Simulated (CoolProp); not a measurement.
Properties of C3F8 (R218) along the isotherm 21.95 °C (Tc = 71.9 °C, pc = 2640 kPa, ω = 0.317).

Model: reference Helmholtz-energy equation of state, Lemmon 2006, in CoolProp. It is a short technical equation, of lower accuracy than the large ones.

```json
[
 {"p (kPa)": "1200", "phase": "liquid", "cp (kJ/(kg K))": "1.151", "isothermal compressibility (1/MPa)": "0.01151", "conductivity (mW/(m K))": "46.5"},
 {"p (kPa)": "2400", "phase": "liquid", "cp (kJ/(kg K))": "1.129", "isothermal compressibility (1/MPa)": "0.009849", "conductivity (mW/(m K))": "47.6"},
 {"p (kPa)": "3600", "phase": "liquid", "cp (kJ/(kg K))": "1.112", "isothermal compressibility (1/MPa)": "0.008649", "conductivity (mW/(m K))": "48.6"},
 {"p (kPa)": "4800", "phase": "liquid", "cp (kJ/(kg K))": "1.099", "isothermal compressibility (1/MPa)": "0.007736", "conductivity (mW/(m K))": "49.6"},
 {"p (kPa)": "6000", "phase": "liquid", "cp (kJ/(kg K))": "1.088", "isothermal compressibility (1/MPa)": "0.007014", "conductivity (mW/(m K))": "50.5"},
 {"p (kPa)": "7200", "phase": "liquid", "cp (kJ/(kg K))": "1.079", "isothermal compressibility (1/MPa)": "0.006427", "conductivity (mW/(m K))": "51.4"},
 {"p (kPa)": "8400", "phase": "liquid", "cp (kJ/(kg K))": "1.071", "isothermal compressibility (1/MPa)": "0.005940", "conductivity (mW/(m K))": "52.2"},
 {"p (kPa)": "9600", "phase": "liquid", "cp (kJ/(kg K))": "1.065", "isothermal compressibility (1/MPa)": "0.005528", "conductivity (mW/(m K))": "53.0"},
 {"p (kPa)": "10800", "phase": "liquid", "cp (kJ/(kg K))": "1.059", "isothermal compressibility (1/MPa)": "0.005175", "conductivity (mW/(m K))": "53.7"},
 {"p (kPa)": "12000", "phase": "liquid", "cp (kJ/(kg K))": "1.054", "isothermal compressibility (1/MPa)": "0.004868", "conductivity (mW/(m K))": "54.5"},
 {"p (kPa)": "13200", "phase": "liquid", "cp (kJ/(kg K))": "1.049", "isothermal compressibility (1/MPa)": "0.004598", "conductivity (mW/(m K))": "55.2"}
]
```

Thermal conductivity comes from a separate model (Huber 2003), an estimate that may be off by 10 % or more.
